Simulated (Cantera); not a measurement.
Charge: 1 mol Ta, 0.23 mol CO₂, 0.91 mol N₂, 2.6 mol N₂O, equilibrated at 1527 °C and 0.133 bar.

These are equilibrium values from Cantera (NASA tables, ideal gas, pure condensed phases), not measurements of a reactor. Candidate condensed phases: C, Ta, TaC, Ta₂O₅; 27 gas species. Equilibrium is a limit: real reactors are often held back by kinetics, nucleation or transport.

Base state: N₂ 0.925, CO₂ 0.0604, O₂ 0.0128, NO 0.00111, CO 0.000301, O 3.77e-5 (mole fractions); condensed: Ta₂O₅(s).

**Question.** What changes in the equilibrium state with this change: 0.0045 mol NH₃ added?

**Answer.** 
```csv
species,before,after
N₂,0.925,0.925
CO₂,0.0604,0.0603
O₂,0.0128,0.0119
H₂O,0,0.00174
OH,0,7.34e-5
NO,0.00111,0.00107
O,3.77e-5,3.63e-5
CO,0.000301,0.000312
"Ta₂O₅(s), mol",0.500,0.500
```
Further candidate phases: C₆H₆, C₇H₈, C₈H₁₈, H₂O.
